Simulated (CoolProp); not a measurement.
Vapour pressure (bar) of CF4 (R14): the reference equation beside estimates from Tc = -45.8 °C, pc = 37.62 bar, ω = 0.178. Clausius-Clapeyron is anchored at -127.25 °C with a constant enthalpy of vaporisation of 11.79 kJ/mol.

The numbers come from the reference Helmholtz-energy equation of state, Platzer 1990 in CoolProp. This equation is an older, rougher fit; its heat capacities, sound speeds and derivatives of the liquid may be far off and weren't checked against measurements.

| T (°C) | reference | Lee-Kesler | Clausius-Clapeyron | van der Waals | Peng-Robinson |
|---|---|---|---|---|---|
| -134.85 | 0.6112 | 0.6054 | 0.6278 | 3.533 | 0.6194 |
| -131.05 | 0.8160 | 0.8118 | 0.8260 | 4.117 | 0.8249 |
| -127.25 | 1.071 | 1.070 | 1.071 | 4.763 | 1.081 |
| -123.35 | 1.394 | 1.396 | 1.380 | 5.493 | 1.404 |
| -119.55 | 1.775 | 1.784 | 1.744 | 6.272 | 1.786 |
| -115.65 | 2.246 | 2.262 | 2.192 | 7.144 | 2.257 |
| -111.85 | 2.789 | 2.815 | 2.710 | 8.067 | 2.803 |
| -107.95 | 3.446 | 3.482 | 3.335 | 9.091 | 3.461 |
| -104.15 | 4.191 | 4.238 | 4.045 | 10.17 | 4.210 |
| -100.25 | 5.074 | 5.135 | 4.888 | 11.35 | 5.098 |
| -96.45 | 6.062 | 6.135 | 5.832 | 12.59 | 6.093 |

Absolute difference from the reference over all 11 rows, mean and median: Lee-Kesler 0.8 and 0.9 %, Clausius-Clapeyron 2.4 and 2.7 %, van der Waals 247.3 and 218.1 %, Peng-Robinson 0.7 and 0.5 %.
